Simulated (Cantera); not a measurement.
An adiabatic, constant-volume homogeneous reactor starts with CH₄ : O₂ : N₂ = 1 : 1.18 : 4.42 (molar parts), equivalence ratio 1.7, at 1475 K and 65000 Pa. Integrator tolerance rtol = 1e-08.

Model: GRI-Mech 3.0 (53 species, 325 reactions), integrated in Cantera.

What does this change do: initial temperature 1475 to 1198 K?


| quantity | before | after |
|---|---|---|
| time of steepest temperature rise | 2.47 ms | 85.1 ms |
| temperature at 1.00 s | 2821 K | 2698 K |
| equilibrium temperature | 2821 K | 2698 K |
| x(CH₄) at 1.00 s | 1.72e-12 (gas-phase equilibrium 1.99e-12) | 3.59e-12 (gas-phase equilibrium 4.09e-12) |
| x(O₂) at 1.00 s | 0.000758 (gas-phase equilibrium 0.000758) | 0.000259 (gas-phase equilibrium 0.000259) |
| x(CH₂) at 1.00 s | 2.95e-12 (gas-phase equilibrium 3.09e-12) | 2.06e-12 (gas-phase equilibrium 2.19e-12) |
| x(CH₃) at 1.00 s | 6.56e-12 (gas-phase equilibrium 7.59e-12) | 8.28e-12 (gas-phase equilibrium 9.45e-12) |
| x(CH₂CO) at 1.00 s | <1e-12 (gas-phase equilibrium <1e-12) | <1e-12 (gas-phase equilibrium <1e-12) |
| x(N₂O) at 1.00 s | 1.13e-7 (gas-phase equilibrium 1.13e-7) | 6.02e-8 (gas-phase equilibrium 6.02e-8) |

What does this change do: CH4 1 to 2.1 parts?


| quantity | before | after |
|---|---|---|
| time of steepest temperature rise | 2.47 ms | 3.62 ms |
| temperature at 1.00 s | 2821 K | 2006 K |
| equilibrium temperature | 2821 K | 2006 K |
| x(CH₄) at 1.00 s | 1.72e-12 (gas-phase equilibrium 1.99e-12) | 3.40e-7 (gas-phase equilibrium 3.18e-8) |
| x(O₂) at 1.00 s | 0.000758 (gas-phase equilibrium 0.000758) | 2.63e-10 (gas-phase equilibrium 2.62e-10) |
| x(CH₂) at 1.00 s | 2.95e-12 (gas-phase equilibrium 3.09e-12) | 5.58e-11 (gas-phase equilibrium 5.24e-12) |
| x(CH₃) at 1.00 s | 6.56e-12 (gas-phase equilibrium 7.59e-12) | 1.70e-8 (gas-phase equilibrium 1.59e-9) |
| x(CH₂CO) at 1.00 s | <1e-12 (gas-phase equilibrium <1e-12) | 7.18e-11 (gas-phase equilibrium 6.49e-12) |
| x(N₂O) at 1.00 s | 1.13e-7 (gas-phase equilibrium 1.13e-7) | 2.64e-10 (gas-phase equilibrium 9.01e-12) |
